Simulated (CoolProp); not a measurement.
Properties of C2F6 (R116) at several states (Tc = 293.0 K, pc = 3048 kPa, ω = 0.257).

Values from CoolProp's reference Helmholtz-energy equation of state, Lemmon 2006. It is a short technical equation, of lower accuracy than the large ones.

| T (K) | p (kPa) | phase | density (kg/m³) | cp (kJ/(kg K)) | isothermal compressibility (1/MPa) | conductivity (mW/(m K)) | Prandtl number |
|---|---|---|---|---|---|---|---|
| 293.7 | 6050 | supercritical | 1088 | 1.319 | 0.03283 | 44.0 | 2.93 |
| 310.5 | 80.3 | gas | 4.324 | 0.7934 | 12.54 | 15.7 | 0.741 |
| 193 | 8200 | liquid | 1648 | 0.9161 | 0.002325 | 80.8 | 5.81 |
| 358.4 | 10.9 | gas | 0.5051 | 0.8589 | 91.80 | 19.5 | 0.740 |

Viscosity comes from a separate model (Huber 2003), an estimate that may be off by 10 % or more. Thermal conductivity comes from a separate model (Huber 2003), an estimate that may be off by 10 % or more.
